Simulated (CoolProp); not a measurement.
Vapour-liquid equilibrium of C3F8 (R218) (1) + R134a (2) at -64.95 °C; x and y are mole fractions of (1).

Model: multi-fluid Helmholtz-energy mixture model, Lemmon 2006 and Tillner-Roth 1994; pair parameters Bell 2016, in CoolProp.

```json
[
 {"x": "0.05", "bubble pressure (MPa)": "[?]", "y at the bubble point": "0.376", "dew pressure at overall composition x (MPa)": "0.01198", "liquid density (mol/L)": "14.16"},
 {"x": "0.125", "bubble pressure (MPa)": "0.02293", "y at the bubble point": "0.546", "dew pressure at overall composition x (MPa)": "0.01293", "liquid density (mol/L)": "13.56"},
 {"x": "0.2", "bubble pressure (MPa)": "[?]", "y at the bubble point": "0.610", "dew pressure at overall composition x (MPa)": "0.01405", "liquid density (mol/L)": "13.00"},
 {"x": "0.275", "bubble pressure (MPa)": "[?]", "y at the bubble point": "0.638", "dew pressure at overall composition x (MPa)": "0.01536", "liquid density (mol/L)": "12.49"},
 {"x": "0.35", "bubble pressure (MPa)": "0.02745", "y at the bubble point": "0.652", "dew pressure at overall composition x (MPa)": "0.01694", "liquid density (mol/L)": "12.01"},
 {"x": "0.425", "bubble pressure (MPa)": "0.02769", "y at the bubble point": "0.659", "dew pressure at overall composition x (MPa)": "0.01885", "liquid density (mol/L)": "11.57"},
 {"x": "0.5", "bubble pressure (MPa)": "[?]", "y at the bubble point": "0.664", "dew pressure at overall composition x (MPa)": "0.02120", "liquid density (mol/L)": "11.17"},
 {"x": "0.575", "bubble pressure (MPa)": "0.02787", "y at the bubble point": "0.668", "dew pressure at overall composition x (MPa)": "0.02410", "liquid density (mol/L)": "10.79"},
 {"x": "0.65", "bubble pressure (MPa)": "0.02793", "y at the bubble point": "0.677", "dew pressure at overall composition x (MPa)": "0.02737", "liquid density (mol/L)": "10.44"},
 {"x": "0.725", "bubble pressure (MPa)": "0.02792", "y at the bubble point": "[?]", "dew pressure at overall composition x (MPa)": "0.02763", "liquid density (mol/L)": "10.12"},
 {"x": "0.8", "bubble pressure (MPa)": "0.02769", "y at the bubble point": "0.720", "dew pressure at overall composition x (MPa)": "0.02650", "liquid density (mol/L)": "9.821"},
 {"x": "0.875", "bubble pressure (MPa)": "0.02695", "y at the bubble point": "[?]", "dew pressure at overall composition x (MPa)": "0.02518", "liquid density (mol/L)": "9.546"},
 {"x": "0.95", "bubble pressure (MPa)": "0.02520", "y at the bubble point": "0.874", "dew pressure at overall composition x (MPa)": "0.02387", "liquid density (mol/L)": "9.291"}
]
```

### Question
Some entries are withheld; supply them.

### Answer

- 0.05, bubble pressure (MPa): 0.01756
- 0.2, bubble pressure (MPa): 0.02561
- 0.275, bubble pressure (MPa): 0.02688
- 0.5, bubble pressure (MPa): 0.02780
- 0.725, y at the bubble point: 0.692
- 0.875, y at the bubble point: 0.773

y crosses x between x = 0.65 and 0.725: the model has an azeotrope there.

The pair parameters rest on a limited set of measurements; away from them the model extrapolates. With so large a gap from Raoult's law the liquid may split in two, which this calculation doesn't test in full.
